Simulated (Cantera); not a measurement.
A closed system holds: 1 mol SiCl₄, 0.58 mol HCl, 1.9 mol H₂, 1.5 mol Cl₂, equilibrated at 6.50 bar.

These are equilibrium values from Cantera (NASA tables, ideal gas, pure condensed phases), not measurements of a reactor. Candidate condensed phases: Si; 19 gas species. The tables' values for SiCl₃ are old estimates; treat these amounts as uncertain. Kinetics and transport are ignored.

x: gas mole fraction; nothing condenses.

```json
[
 {"T (°C)": "227", "x HCl": "0.719", "x SiCl₄": "0.201", "x H₂": "0.0803", "x SiCl₃": "<1e-12", "x SiHCl₃": "[?]", "x SiCl₂": "<1e-12"},
 {"T (°C)": "327", "x HCl": "0.719", "x SiCl₄": "0.201", "x H₂": "0.0803", "x SiCl₃": "2.71e-12", "x SiHCl₃": "[?]", "x SiCl₂": "<1e-12"},
 {"T (°C)": "427", "x HCl": "0.719", "x SiCl₄": "0.201", "x H₂": "0.0803", "x SiCl₃": "4.37e-10", "x SiHCl₃": "[?]", "x SiCl₂": "<1e-12"},
 {"T (°C)": "527", "x HCl": "0.719", "x SiCl₄": "0.201", "x H₂": "0.0803", "x SiCl₃": "1.94e-8", "x SiHCl₃": "[?]", "x SiCl₂": "<1e-12"},
 {"T (°C)": "627", "x HCl": "0.719", "x SiCl₄": "0.201", "x H₂": "0.0803", "x SiCl₃": "3.67e-7", "x SiHCl₃": "[?]", "x SiCl₂": "3.19e-11"},
 {"T (°C)": "727", "x HCl": "0.719", "x SiCl₄": "0.201", "x H₂": "0.0802", "x SiCl₃": "3.80e-6", "x SiHCl₃": "[?]", "x SiCl₂": "1.74e-9"},
 {"T (°C)": "827", "x HCl": "0.719", "x SiCl₄": "0.200", "x H₂": "0.0800", "x SiCl₃": "2.55e-5", "x SiHCl₃": "[?]", "x SiCl₂": "4.51e-8"},
 {"T (°C)": "927", "x HCl": "0.720", "x SiCl₄": "0.200", "x H₂": "0.0797", "x SiCl₃": "0.000123", "x SiHCl₃": "[?]", "x SiCl₂": "6.67e-7"},
 {"T (°C)": "1027", "x HCl": "0.720", "x SiCl₄": "0.199", "x H₂": "0.0791", "x SiCl₃": "0.000464", "x SiHCl₃": "[?]", "x SiCl₂": "6.40e-6"},
 {"T (°C)": "1127", "x HCl": "0.721", "x SiCl₄": "0.198", "x H₂": "0.0780", "x SiCl₃": "0.00142", "x SiHCl₃": "[?]", "x SiCl₂": "4.34e-5"},
 {"T (°C)": "1227", "x HCl": "0.724", "x SiCl₄": "0.194", "x H₂": "0.0760", "x SiCl₃": "0.00367", "x SiHCl₃": "[?]", "x SiCl₂": "0.000220"},
 {"T (°C)": "1327", "x HCl": "0.728", "x SiCl₄": "0.188", "x H₂": "0.0723", "x SiCl₃": "0.00811", "x SiHCl₃": "[?]", "x SiCl₂": "0.000861"},
 {"T (°C)": "1427", "x HCl": "0.735", "x SiCl₄": "0.178", "x H₂": "0.0661", "x SiCl₃": "0.0154", "x SiHCl₃": "[?]", "x SiCl₂": "0.00262"}
]
```

Problem. What belongs in the gaps?

Solution. 
- 227, x SiHCl₃: 3.57e-8
- 327, x SiHCl₃: 6.17e-7
- 427, x SiHCl₃: 4.59e-6
- 527, x SiHCl₃: 2.03e-5
- 627, x SiHCl₃: 6.37e-5
- 727, x SiHCl₃: 0.000158
- 827, x SiHCl₃: 0.000329
- 927, x SiHCl₃: 0.000602
- 1027, x SiHCl₃: 0.000997
- 1127, x SiHCl₃: 0.00151
- 1227, x SiHCl₃: 0.00211
- 1327, x SiHCl₃: 0.00270
- 1427, x SiHCl₃: 0.00309
